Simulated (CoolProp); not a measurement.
Vapour-liquid equilibrium of carbon dioxide (1) + CH3F (R41) (2) at 24.1 bar; x and y are mole fractions of (1).

Computed with CoolProp (multi-fluid Helmholtz-energy mixture model, Span 1996 and Lemmon 2006; pair parameters Bell 2016).

```json
[
 {"x": "0.05", "bubble temperature, mixture model (°C)": "5.0", "bubble temperature, Raoult's law (°C)": "4.9", "y, mixture model": "0.069", "y, Raoult's law": "0.082"},
 {"x": "0.2", "bubble temperature, mixture model (°C)": "1.7", "bubble temperature, Raoult's law (°C)": "1.3", "y, mixture model": "0.259", "y, Raoult's law": "0.299"},
 {"x": "0.35", "bubble temperature, mixture model (°C)": "-1.3", "bubble temperature, Raoult's law (°C)": "-2.0", "y, mixture model": "0.431", "y, Raoult's law": "0.479"},
 {"x": "0.5", "bubble temperature, mixture model (°C)": "-4.2", "bubble temperature, Raoult's law (°C)": "-5.0", "y, mixture model": "0.586", "y, Raoult's law": "0.632"},
 {"x": "0.65", "bubble temperature, mixture model (°C)": "-6.9", "bubble temperature, Raoult's law (°C)": "-7.7", "y, mixture model": "0.729", "y, Raoult's law": "0.761"},
 {"x": "0.8", "bubble temperature, mixture model (°C)": "-9.7", "bubble temperature, Raoult's law (°C)": "-10.2", "y, mixture model": "0.856", "y, Raoult's law": "0.873"},
 {"x": "0.95", "bubble temperature, mixture model (°C)": "-12.4", "bubble temperature, Raoult's law (°C)": "-12.5", "y, mixture model": "0.967", "y, Raoult's law": "0.970"}
]
```

The largest gap from Raoult's law is +0.8 K in bubble temperature, at x = 0.5. No azeotrope shows between x = 0.05 and 0.95.

Pair parameters are fitted to limited data, so mixtures are less certain than the pure fluids.
